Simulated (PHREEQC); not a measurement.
0.86 g of hydrous ferric oxide (600 m²/g; 0.2 weak and 0.005 strong sites per Fe, Dzombak-Morel constants, diffuse double layer) in 1 kg of water with 0.005 mol/kgw of an inert sodium salt and 0.00014 mol/kgw MnCl2 and 7e-06 mol/kgw H3BO3, at 25 °C; the pH is set by adding NaOH or the inert anion's acid. No oxygen is let in. CO2 from the air is kept out. Nothing may precipitate in this run.

Base run: PHREEQC, ion-association model, wateq4f.dat. Each further column changes one thing. The table gives Mn sorbed (%).

| pH | base | no electrostatic term (-no_edl) | background salt from 0.005 to 0.0005 mol/kgw | oxide from 0.86 to 4.3 g/kgw | 0.0022 mol/kgw Na2SO4 added |
|---|---|---|---|---|---|
| 4 | 0.0 | 0.0 | 0.0 | 0.0 | 0.0 |
| 4.67 | 0.1 | 0.2 | 0.0 | 0.3 | 0.1 |
| 5.33 | 0.8 | … | 0.7 | 3.9 | 2.2 |
| 6.67 | 32.4 | … | … | 86.1 | … |
| 7.33 | 68.1 | … | … | 99.0 | 72.5 |
| 8 | 96.7 | … | 97.2 | 99.9 | 96.2 |
| 8.67 | 99.8 | 99.5 | 99.9 | 100.0 | 99.8 |
| 9.33 | 100.0 | 99.7 | 100.0 | 100.0 | 100.0 |
| 10.67 | 100.0 | 99.6 | 100.0 | 100.0 | 100.0 |
| 11.33 | 100.0 | 99.0 | 100.0 | 100.0 | 100.0 |
| 12 | 100.0 | 94.1 | 100.0 | 100.0 | 100.0 |

### Question
Complete the blanks.

### Answer

- 5.33, no electrostatic term (-no_edl): 3.0
- 6.67, no electrostatic term (-no_edl): 51.8
- 6.67, background salt from 0.005 to 0.0005 mol/kgw: 32.7
- 6.67, 0.0022 mol/kgw Na2SO4 added: 38.9
- 7.33, no electrostatic term (-no_edl): 88.5
- 7.33, background salt from 0.005 to 0.0005 mol/kgw: 69.7
- 8, no electrostatic term (-no_edl): 98.1

 In at least one series the solution becomes supersaturated in solids that the run did not let form, among them Pyrochroite.
